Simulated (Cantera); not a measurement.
Source: NASA polynomial tables (part measured, part estimated), evaluated in Cantera. Values are per mole of reaction as written; species without (g) are pure solids or liquids, kept so even where they would boil at 1 bar.

2 Pb + O₂(g) = 2 PbO(g)

```json
[
 {"T (K)": "300", "ΔH° (kJ)": "140.6", "ΔS° (J/K)": "145.2", "ΔG° (kJ)": "97.0", "log10 K": "-16.89", "condensed phases": "Pb(s)"},
 {"T (K)": "1673", "ΔH° (kJ)": "(withheld)", "ΔS° (J/K)": "(withheld)", "ΔG° (kJ)": "(withheld)", "log10 K": "(withheld)", "condensed phases": "Pb(l)"},
 {"T (K)": "1698", "ΔH° (kJ)": "(withheld)", "ΔS° (J/K)": "(withheld)", "ΔG° (kJ)": "(withheld)", "log10 K": "(withheld)", "condensed phases": "Pb(l)"},
 {"T (K)": "1723", "ΔH° (kJ)": "103.8", "ΔS° (J/K)": "96.0", "ΔG° (kJ)": "-61.7", "log10 K": "1.87", "condensed phases": "Pb(l)"},
 {"T (K)": "1748", "ΔH° (kJ)": "103.4", "ΔS° (J/K)": "95.8", "ΔG° (kJ)": "-64.1", "log10 K": "1.91", "condensed phases": "Pb(l)"},
 {"T (K)": "1773", "ΔH° (kJ)": "102.9", "ΔS° (J/K)": "95.5", "ΔG° (kJ)": "-66.4", "log10 K": "1.96", "condensed phases": "Pb(l)"},
 {"T (K)": "1798", "ΔH° (kJ)": "102.4", "ΔS° (J/K)": "95.2", "ΔG° (kJ)": "-68.8", "log10 K": "2.00", "condensed phases": "Pb(l)"},
 {"T (K)": "1823", "ΔH° (kJ)": "102.0", "ΔS° (J/K)": "95.0", "ΔG° (kJ)": "-71.2", "log10 K": "2.04", "condensed phases": "Pb(l)"},
 {"T (K)": "1848", "ΔH° (kJ)": "101.5", "ΔS° (J/K)": "94.7", "ΔG° (kJ)": "-73.6", "log10 K": "2.08", "condensed phases": "Pb(l)"},
 {"T (K)": "1873", "ΔH° (kJ)": "101.0", "ΔS° (J/K)": "94.5", "ΔG° (kJ)": "-75.9", "log10 K": "2.12", "condensed phases": "Pb(l)"}
]
```

What belongs in the gaps?


- 1673, ΔH° (kJ): 104.7
- 1673, ΔS° (J/K): 96.6
- 1673, ΔG° (kJ): -56.8
- 1673, log10 K: 1.77
- 1698, ΔH° (kJ): 104.3
- 1698, ΔS° (J/K): 96.3
- 1698, ΔG° (kJ): -59.3
- 1698, log10 K: 1.82
